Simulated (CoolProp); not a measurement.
100 sccm (0 °C, 1 atm) of nitrogen bubbles through liquid R1336mzz(Z) at 281.9 K and leaves saturated at a total pressure of 0.15 MPa (ideal gas phase). Each further row changes one setting.

The numbers come from the reference Helmholtz-energy equation of state, McLinden 2020 in CoolProp.

```
case                      vapour pressure (kPa)  mole fraction of vapour  delivery (mg/min)  delivery (sccm)  change of delivery for a bath 1 K warmer (%)
------------------------  ---------------------  -----------------------  -----------------  ---------------  --------------------------------------------
as stated                                  37.2                    0.248                242             33.0                                           6.2
bath temperature 286.9 K                      …                        …                327             44.7                                             …
total pressure 0.3 MPa                     37.2                        …                  …             14.2                                             …
```

**Question.** What belongs in the gaps?

**Answer.** 
- bath temperature 286.9 K, vapour pressure (kPa): 46.4
- bath temperature 286.9 K, mole fraction of vapour: 0.309
- bath temperature 286.9 K, change of delivery for a bath 1 K warmer (%): 6.5
- total pressure 0.3 MPa, mole fraction of vapour: 0.124
- total pressure 0.3 MPa, delivery (mg/min): 104
- total pressure 0.3 MPa, change of delivery for a bath 1 K warmer (%): 5.3
